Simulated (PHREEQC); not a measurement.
Synthetic water in mg/kgw, 65 °C, pH 2.25, pe 9.4:

```csv
constituent,mg/kgw
Na,149
K,66.6
Ca,198
Mg,41.6
Cl,43.4
S(6) as SO4,1490
Mn(2),2.18
Li,1.47
F,2.05
```

Cl is adjusted to close the charge balance.
Valence states are taken as typed.

Computed with PHREEQC (ion-association model, phreeqc.dat).

Task: The ionic strength comes out as 0.0350 mol/kgw. What activity coefficients do NaSO4-, LiSO4-, Mn+2, Na+, Cl- get?

Result: NaSO4- 0.84, LiSO4- 0.83, Mn+2 0.50, Na+ 0.83, Cl- 0.83.

This is a speciation only: nothing precipitates in the calculation. At this temperature some constants are extrapolated from 25 °C, and those without enthalpy data are left unchanged.
